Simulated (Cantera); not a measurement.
## Silicon carbide growth: CH3SiCl3 + C3H8 + H2 + C2H2

Charge: 1 mol CH3SiCl3, 0.057 mol C3H8, 1.2 mol H2, 0.092 mol C2H2, held at 0.100 bar.

Equilibrium computed with Cantera from the NASA thermochemical tables; the gas is ideal and each condensed phase is pure. Candidate condensed phases: C, C6H6, C7H8, C8H18, Si, SiC; 109 gas species. The feed counts by its element totals alone. The tables' values for SiCl, SiCl3 are old estimates; treat these amounts as uncertain. Gases not in the tables: Si2H6 and higher silanes. Equilibrium is a limit: real reactors are often held back by kinetics, nucleation or transport.

```json
[
 {"T (K)": "923", "log p H2": "-1.14", "log p HCl": "-2.06", "log p SiCl4": "-1.77", "log p SiCl2": "-6.54", "log p H": "-10.18", "log p Cl": "-11.11", "log p Si": "<-13", "log p SiCl": "<-13", "log p CH4": "-2.91", "log p SiCl3": "-4.96", "n C(graphite)": "0.980", "n SiC(s)": "0.329"},
 {"T (K)": "1073", "log p H2": "-1.18", "log p HCl": "-1.69", "log p SiCl4": "-1.87", "log p SiCl2": "-5.06", "log p H": "-8.45", "log p Cl": "-9.00", "log p Si": "<-13", "log p SiCl": "<-13", "log p CH4": "-3.71", "log p SiCl3": "-4.07", "n C(graphite)": "0.902", "n SiC(s)": "0.446"},
 {"T (K)": "1223", "log p H2": "-1.26", "log p HCl": "-1.46", "log p SiCl4": "-2.05", "log p SiCl2": "-3.99", "log p H": "-7.15", "log p Cl": "-7.42", "log p Si": "<-13", "log p SiCl": "-10.92", "log p CH4": "-4.39", "log p SiCl3": "-3.47", "n C(graphite)": "0.756", "n SiC(s)": "0.597"},
 {"T (K)": "1373", "log p H2": "-1.33", "log p HCl": "-1.33", "log p SiCl4": "-2.33", "log p SiCl2": "-3.24", "log p H": "-6.14", "log p Cl": "-6.22", "log p Si": "-11.78", "log p SiCl": "-9.07", "log p CH4": "-4.96", "log p SiCl3": "-3.12", "n C(graphite)": "0.625", "n SiC(s)": "0.730"},
 {"T (K)": "1523", "log p H2": "-1.38", "log p HCl": "-1.27", "log p SiCl4": "-2.76", "log p SiCl2": "-2.74", "log p H": "-5.33", "log p Cl": "-5.31", "log p Si": "-9.84", "log p SiCl": "-7.64", "log p CH4": "-5.40", "log p SiCl3": "-2.99", "n C(graphite)": "0.565", "n SiC(s)": "0.790"},
 {"T (K)": "1673", "log p H2": "-1.40", "log p HCl": "-1.26", "log p SiCl4": "-3.31", "log p SiCl2": "-2.44", "log p H": "-4.64", "log p Cl": "-4.61", "log p Si": "-8.25", "log p SiCl": "-6.53", "log p CH4": "-5.71", "log p SiCl3": "-3.04", "n C(graphite)": "0.583", "n SiC(s)": "0.772"},
 {"T (K)": "1823", "log p H2": "-1.39", "log p HCl": "-1.28", "log p SiCl4": "-3.91", "log p SiCl2": "-2.26", "log p H": "-4.06", "log p Cl": "-4.06", "log p Si": "-6.93", "log p SiCl": "-5.63", "log p CH4": "-5.93", "log p SiCl3": "-3.18", "n C(graphite)": "0.640", "n SiC(s)": "0.714"},
 {"T (K)": "1973", "log p H2": "-1.38", "log p HCl": "-1.30", "log p SiCl4": "-4.47", "log p SiCl2": "-2.14", "log p H": "-3.56", "log p Cl": "-3.61", "log p Si": "-5.81", "log p SiCl": "-4.89", "log p CH4": "-6.10", "log p SiCl3": "-3.34", "n C(graphite)": "0.707", "n SiC(s)": "0.646"},
 {"T (K)": "2123", "log p H2": "-1.37", "log p HCl": "-1.33", "log p SiCl4": "-4.99", "log p SiCl2": "-2.05", "log p H": "-3.13", "log p Cl": "-3.23", "log p Si": "-4.84", "log p SiCl": "-4.26", "log p CH4": "-6.24", "log p SiCl3": "-3.51", "n C(graphite)": "0.771", "n SiC(s)": "0.577"},
 {"T (K)": "2273", "log p H2": "-1.36", "log p HCl": "-1.37", "log p SiCl4": "-5.47", "log p SiCl2": "-1.99", "log p H": "-2.76", "log p Cl": "-2.90", "log p Si": "-4.01", "log p SiCl": "-3.73", "log p CH4": "-6.37", "log p SiCl3": "-3.68", "n C(graphite)": "0.830", "n SiC(s)": "0.508"},
 {"T (K)": "2423", "log p H2": "-1.37", "log p HCl": "-1.41", "log p SiCl4": "-5.92", "log p SiCl2": "-1.96", "log p H": "-2.44", "log p Cl": "-2.63", "log p Si": "-3.28", "log p SiCl": "-3.27", "log p CH4": "-6.51", "log p SiCl3": "-3.86", "n C(graphite)": "0.893", "n SiC(s)": "0.418"},
 {"T (K)": "2573", "log p H2": "-1.40", "log p HCl": "-1.48", "log p SiCl4": "-6.39", "log p SiCl2": "-1.97", "log p H": "-2.16", "log p Cl": "-2.40", "log p Si": "-2.64", "log p SiCl": "-2.89", "log p CH4": "-6.67", "log p SiCl3": "-4.06", "n C(graphite)": "1.01", "n SiC(s)": "0.196"}
]
```
log p: log10 of the partial pressure in bar; n: condensed amount in mol.

From 923 K to 2573 K the condensed part is C(graphite) + SiC(s). The main Si-bearing gas is SiCl4 at 923 K and SiCl2 at 2573 K. The share of Si in condensed phases is highest at 1523 K (79.0 %) and lowest at 2573 K (19.6 %).
